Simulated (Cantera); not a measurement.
# Adiabatic ignition

An adiabatic, constant-volume homogeneous reactor starts with H2 : O2 : N2 = 1 : 1.16 : 5.5 (molar parts), equivalence ratio 0.43, at 1648 K and 280000 Pa.

Computed with Cantera and GRI-Mech 3.0 (53 species, 325 reactions). The hydrogen kinetics of GRI-Mech 3.0 are dated; newer H2 mechanisms differ, most at raised pressure.

```csv
t (s),T (K),P (bar),x H2,x O2,x N2O,x OH,x NO2,x NO,x H
2.00e-6,1648,2.80,0.130,0.151,2.72e-10,6.65e-5,<1e-12,1.70e-11,0.000221
7.96e-6,2201,3.62,0.0115,0.0829,6.86e-7,0.0210,3.16e-8,4.61e-5,0.0164
3.17e-5,2612,4.19,0.00295,0.0868,1.69e-6,0.0151,2.87e-7,0.000273,0.00149
0.000126,2634,4.21,0.00236,0.0870,1.76e-6,0.0137,1.04e-6,0.00101,0.00105
0.000502,2629,4.21,0.00233,0.0858,1.75e-6,0.0135,3.74e-6,0.00366,0.00102
0.00200,2616,4.18,0.00225,0.0826,1.78e-6,0.0129,1.07e-5,0.0106,0.000956
0.00796,2604,4.16,0.00219,0.0800,1.84e-6,0.0124,1.64e-5,0.0163,0.000901
0.0317,2603,4.16,0.00218,0.0798,1.84e-6,0.0124,1.67e-5,0.0166,0.000898
0.126,2603,4.16,0.00218,0.0798,1.84e-6,0.0124,1.67e-5,0.0166,0.000898
0.502,2603,4.16,0.00218,0.0798,1.84e-6,0.0124,1.67e-5,0.0166,0.000898
2.00,2603,4.16,0.00218,0.0798,1.84e-6,0.0124,1.67e-5,0.0166,0.000898
```
x: mole fraction; the columns are a selection and need not sum to one.

```yaml
time_of_steepest_temperature_rise: 4.12 µs
temperature at 2.00 s: 2603 K
equilibrium_temperature: 2603 K
x(H2) at 2.00 s: 0.00218 (gas-phase equilibrium 0.00218)
x(O2) at 2.00 s: 0.0798 (gas-phase equilibrium 0.0798)
x(N2O) at 2.00 s: 1.84e-6 (gas-phase equilibrium 1.84e-6)
```
